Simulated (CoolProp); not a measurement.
Saturation properties of sulfur hexafluoride (Tc = 318.7 K, pc = 37.55 bar, ω = 0.210).

Model: reference Helmholtz-energy equation of state, Guder 2009, in CoolProp.

```
T (K)  p (bar)  vapour Z  surface tension (mN/m)  liquid viscosity (µPa s)
-----  -------  --------  ----------------------  ------------------------
233.1    3.402    0.9078                    10.1                       356
237.1    3.957    0.8975                    9.49                       335
241.2    4.595    0.8861                    8.89                       314
245.2    5.288    0.8743                    8.31                       295
249.3    6.077    0.8614                    7.72                       276
253.3    6.927    0.8480                    7.16                       258
257.3    7.864    0.8338                    6.61                       242
261.4    8.917    0.8183                    6.05                       226
265.4    10.04    0.8022                    5.52                       211
```

Viscosity comes from a separate model (Quiñones-Cisneros 2012). Surface tension comes from a separate correlation (Mulero 2012).
